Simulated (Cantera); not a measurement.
Cantera run:

```python
import numpy as np
import cantera as ct

gas_names = """
    H HNO HNO2 HNO3 HO2 H2 H2O H2O2 Hg N NH NH2 NH3 NH2OH NO NO2 NO3 N2 N2H2 N2H4 N2O O OH O2 O3
""".split()
cond_names = """
    H2O(s) H2O(L) Hg(cr) Hg(L) HgO(s)
""".split()


# ... load() reads the species with a 1 bar reference pressure and builds the phases ...
atoms = {
    'HgO': {'Hg': 1, 'O': 1},
    'H2': {'H': 2},
    'N2': {'N': 2},
}
top_T = {}  # K; cautious upper limits of use, not melting points


# ... equilibrate(T, P, feed) seeds the gas with the atoms and calls Mixture.equilibrate('TP', solver="vcs", rtol=1e-11, max_steps=5000) ...
results = []
feed = {'HgO': 1, 'H2': 3.7, 'N2': 0.1}  # mol
T = 1075  # K
P = 35  # Pa
mix = equilibrate(T, P, feed)
results.append((T, P, feed, dict(zip(mix.species_names, mix.species_moles))))
print(gas.report(threshold=0.001))
for i in range(1, mix.n_phases):
    print(f"{mix.phase(i).name:16s} {mix.phase_moles(i):12.5e} mol")
```

Output:

```
       temperature   1075 K
          pressure   35 Pa
           density   0.00018507 kg/m^3
  mean mol. weight   47.261 kg/kmol
   phase of matter   gas

                          1 kg             1 kmol
                     ---------------   ---------------
          enthalpy       -3.1195e+05       -1.4743e+07  J
   internal energy       -5.0108e+05       -2.3681e+07  J
           entropy            5620.4        2.6563e+05  J/K
    Gibbs function       -6.3539e+06       -3.0029e+08  J
 heat capacity c_p            656.01             31003  J/K
 heat capacity c_v            480.08             22689  J/K

                      mass frac. Y      mole frac. X     chem. pot. / RT
                     ---------------   ---------------   ---------------
                H2          0.023995            0.5625           -26.221
               H2O          0.079413           0.20833           -61.677
                Hg           0.88424           0.20833           -25.103
                N2          0.012349          0.020833           -36.881
     [  +21 minor]        1.5656e-08        5.9693e-07

Hg(L)             0.00000e+00 mol
```

Method: chemical equilibrium by Gibbs-energy minimisation in Cantera with the NASA 1993 tables (ideal gas, pure condensed phases).
